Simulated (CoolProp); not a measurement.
Vapour-liquid equilibrium of R22 (1) + dimethyl ether (2) at 328.6 K; x and y are mole fractions of (1).

Computed with CoolProp (multi-fluid Helmholtz-energy mixture model, Kamei 1995 and Wu 2011; pair parameters Bell 2016).

| x | bubble pressure (MPa) | y at the bubble point | dew pressure at overall composition x (MPa) | liquid density (mol/L) |
|---|---|---|---|---|
| 0.05 | 1.292 | 0.044 | 1.291 | 13.23 |
| 0.2 | 1.273 | 0.197 | 1.273 | 13.31 |
| 0.35 | 1.288 | 0.379 | ___ | 13.34 |
| 0.5 | 1.363 | 0.576 | ___ | 13.30 |
| 0.65 | 1.520 | 0.757 | 1.414 | ___ |
| 0.8 | 1.767 | 0.894 | 1.580 | 12.91 |
| 0.95 | ___ | 0.981 | 1.945 | 12.43 |

Problem. Some entries are withheld; supply them.

Solution. 
- 0.35, dew pressure at overall composition x (MPa): 1.283
- 0.5, dew pressure at overall composition x (MPa): 1.326
- 0.65, liquid density (mol/L): 13.17
- 0.95, bubble pressure (MPa): 2.084

y crosses x between x = 0.2 and 0.35: the model has an azeotrope there.

The pair parameters rest on a limited set of measurements; away from them the model extrapolates.
